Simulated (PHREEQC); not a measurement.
A solution holds 0.046 mol NaH2PO4, 0.0016 mol Na2SO4 and 0.24 mol KCl per kg of water, at 25 °C. Closed to the air; pH follows from the charge balance.

Equilibrium calculation in PHREEQC: ion-association model, phreeqc.dat.

```
quantity                    before     after
------------------------  --------  --------
pH                            4.41      9.05
ionic strength (mol/kgw)     0.290     0.370
HPO4-2 (mol/kgw)          0.000201    0.0399
H3PO4 (mol/kgw)           0.000178  1.62e-11
KHPO4- (mol/kgw)           2.31e-5   0.00569
NaHPO4- (mol/kgw)          5.08e-6   5.96e-5
SI of Sylvite (KCl)          -2.47     -2.36
SI of Halite (NaCl)          -3.80     -5.01
```

Q: Name the change that produced these shifts.
(A) diluted 5-fold with water
(B) 0.14 mol/kgw NaCl added
(C) Na2SO4 left out
(D) NaH2PO4 replaced by K2HPO4 at the same molality
(E) 0.092 mol/kgw KHF2 added

A: D, NaH2PO4 replaced by K2HPO4 at the same molality

This is a speciation only: nothing precipitates in the calculation.
